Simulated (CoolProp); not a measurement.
1-butene along the isotherm 251.85 °C: Z from the reference equation and from simpler models built on Tc = 146.1 °C, pc = 4.006 MPa, ω = 0.192; each cubic takes its own stable root.

Computed with CoolProp (reference Helmholtz-energy equation of state, Lemmon 2005). It is a short technical equation, of lower accuracy than the large ones.

```csv
p (MPa),phase,reference,van der Waals,Redlich-Kwong,Soave-Redlich-Kwong,Peng-Robinson
0.019,gas,0.9992,0.9992,0.9992,0.9993,0.9991
0.036,gas,0.9985,0.9985,0.9984,0.9986,0.9983
0.0683,gas,0.9972,0.9971,0.9970,0.9973,0.9968
0.129,gas,0.9947,0.9945,0.9944,0.9950,0.9940
0.245,gas,0.9899,0.9896,0.9893,0.9905,0.9887
0.465,gas,0.9807,0.9801,0.9796,0.9819,0.9785
0.882,gas,0.9633,0.9618,0.9612,0.9656,0.9592
1.67,gas,0.9298,0.9259,0.9257,0.9346,0.9229
3.17,gas,0.8647,0.8523,0.8567,0.8756,0.8549
6.01,supercritical,0.7425,0.6932,0.7264,0.7701,0.7374
```
